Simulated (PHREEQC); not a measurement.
PHREEQC input (ion-association model, wateq4f.dat):

```
SOLUTION_MASTER_SPECIES
  An  An-  0  An  62.0  # stands for a non-complexing anion
SOLUTION_SPECIES
  An- = An-
    -log_k 0
    -gamma 3.0 0
PHASES
  Fix_H+
    H+ = H+
    -log_k 0
SOLUTION 1
  temp 25
  units mmol/kgw
  pH 7 charge
  F 0.039
  Na 5.039
  An 5
END
SELECTED_OUTPUT 1
  -reset false
  -pH true
  -pe true
  -ionic_strength true
  -water true
  -totals F Na
  -molalities Hfo_wOH Hfo_wOH2+ Hfo_wO- Hfo_sOH Hfo_sOH2+ Hfo_sO- Hfo_wF Hfo_wOHF-
USER_PUNCH 1
  -headings sigma psi
  10 PUNCH EDL("sigma", "Hfo"), EDL("psi", "Hfo")
PRINT
  -reset false
USE solution 1
SURFACE 1
  Hfo_wOH 9.21348e-05 600 0.041
  Hfo_sOH 2.30337e-06
EQUILIBRIUM_PHASES 1
  Fix_H+ -4 HAn 10
    -force_equality true
  O2(g) -0.68 10
END
# ... the last block is repeated for the other 16 points of pH, with NaOH or the acid as the point needs
```

Selected output (columns that matter, 17 of 17 rows; pH added in front):

```
pH	mu	F	Na	m_Hfo_wOH	m_Hfo_wOH2+	m_Hfo_wO-	m_Hfo_sOH	m_Hfo_sOH2+	m_Hfo_sO-	m_Hfo_wF	m_Hfo_wOHF-	sigma	psi
4	0.0051633	1.442e-05	0.005039	2.3146e-05	4.413e-05	2.7812e-07	7.892e-07	1.5047e-06	9.4827e-09	1.3563e-05	1.1016e-05	0.13466	0.17804
4.38	0.0050973	1.717e-05	0.005039	3.1065e-05	3.8668e-05	5.7172e-07	1.0178e-06	1.2669e-06	1.8731e-08	9.7281e-06	1.2102e-05	0.10686	0.16652
4.75	0.0050687	2.0618e-05	0.005039	3.9309e-05	3.3383e-05	1.0604e-06	1.2277e-06	1.0426e-06	3.3117e-08	6.5106e-06	1.1872e-05	0.08418	0.15445
5.12	0.0050554	2.4454e-05	0.005039	4.7504e-05	2.8255e-05	1.8297e-06	1.4103e-06	8.388e-07	5.4317e-08	4.0366e-06	1.0509e-05	0.065507	0.14172
5.5	0.0050487	2.84e-05	0.005039	5.5136e-05	2.3426e-05	2.9729e-06	1.5576e-06	6.6178e-07	8.3985e-08	2.2822e-06	8.318e-06	0.049865	0.12788
5.88	0.0050451	3.1957e-05	0.005039	6.1289e-05	1.9357e-05	4.4457e-06	1.6591e-06	5.2397e-07	1.2034e-07	1.1931e-06	5.8498e-06	0.037126	0.11302
6.25	0.005043	3.4729e-05	0.005039	6.5518e-05	1.6321e-05	6.0253e-06	1.7176e-06	4.2785e-07	1.5796e-07	5.9187e-07	3.6793e-06	0.027009	0.09723
6.62	0.0050416	3.6662e-05	0.005039	6.8117e-05	1.4188e-05	7.4915e-06	1.7473e-06	3.6395e-07	1.9217e-07	2.7723e-07	2.061e-06	0.018858	0.079939
7	0.0050406	3.7849e-05	0.005039	6.9544e-05	1.2752e-05	8.6887e-06	1.7606e-06	3.2282e-07	2.1996e-07	1.2184e-07	1.029e-06	0.012304	0.060735
7.38	0.0050399	3.8468e-05	0.005039	7.0224e-05	1.1825e-05	9.5536e-06	1.7658e-06	2.9735e-07	2.4023e-07	5.213e-08	4.794e-07	0.0072539	0.040444
7.75	0.0050393	3.8758e-05	0.005039	7.052e-05	1.1208e-05	1.0165e-05	1.7676e-06	2.8093e-07	2.548e-07	2.25e-08	2.1924e-07	0.0033315	0.020042
8.12	0.0050402	3.8892e-05	0.0050403	7.0642e-05	1.0727e-05	1.0658e-05	1.7681e-06	2.6848e-07	2.6676e-07	9.6481e-09	9.8394e-08	-0.00010929	-0.00067423
8.5	0.0050427	3.8953e-05	0.0050433	7.0676e-05	1.0269e-05	1.1143e-05	1.7678e-06	2.5686e-07	2.7871e-07	4.0302e-09	4.2951e-08	-0.003681	-0.022022
8.88	0.0050481	3.8979e-05	0.0050492	7.0642e-05	9.7666e-06	1.1705e-05	1.7665e-06	2.4422e-07	2.927e-07	1.6803e-09	1.8821e-08	-0.0078689	-0.043224
9.25	0.0050598	3.8991e-05	0.0050616	7.0528e-05	9.1671e-06	1.2431e-05	1.7634e-06	2.292e-07	3.1079e-07	7.1578e-10	8.5277e-09	-0.013154	-0.063526
9.62	0.0050866	3.8996e-05	0.0050893	7.0268e-05	8.4051e-06	1.3458e-05	1.7568e-06	2.1014e-07	3.3646e-07	3.0419e-10	3.938e-09	-0.020329	-0.083279
10	0.005151	3.8998e-05	0.005155	6.9707e-05	7.4169e-06	1.5009e-05	1.7427e-06	1.8543e-07	3.7522e-07	1.2574e-10	1.8301e-09	-0.03053	-0.10275
```
